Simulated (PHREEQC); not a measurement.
Dissolve 0.0032 mol/kgw NaHSO4 at 25 °C. Closed to the air; pH follows from the charge balance.

Computed with PHREEQC (ion-association model, phreeqc.dat).

This is a speciation only: nothing precipitates in the calculation.

Problem. What pH does the model give?

Solution. pH 2.60.

Problem. In which forms is S present?

Solution. SO4-2 84 %, HSO4- 15 %, NaSO4- 0.9 % of the S.
